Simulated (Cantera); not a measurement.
An isothermal, constant-pressure homogeneous reactor starts with CH4 : H2O : H2 = 1 : 1.6 : 0.054 (molar parts), at 1900 K and 500000 Pa. Integrator tolerance rtol = 1e-08.

Computed with Cantera and GRI-Mech 3.0 (53 species, 325 reactions).

**Question.** What does this change do: temperature 1900 to 1325 K?

**Answer.** 
| quantity | before | after |
|---|---|---|
| x(CH4) at 100 s | 1.09e-6 (gas-phase equilibrium 1.24e-6) | 0.257 (gas-phase equilibrium 0.000630) |
| x(H2O) at 100 s | 0.120 (gas-phase equilibrium 0.120) | 0.470 (gas-phase equilibrium 0.112) |
| x(H2) at 100 s | 0.665 (gas-phase equilibrium 0.665) | 0.212 (gas-phase equilibrium 0.673) |
| x(C2H4) at 100 s | 8.62e-12 (gas-phase equilibrium 1.03e-11) | 0.0116 (gas-phase equilibrium 6.94e-9) |
| x(C2H6) at 100 s | <1e-12 (gas-phase equilibrium <1e-12) | 0.000481 (gas-phase equilibrium 9.15e-10) |
| x(CH2) at 100 s | 5.08e-12 (gas-phase equilibrium 5.77e-12) | 1.27e-11 (gas-phase equilibrium <1e-12) |
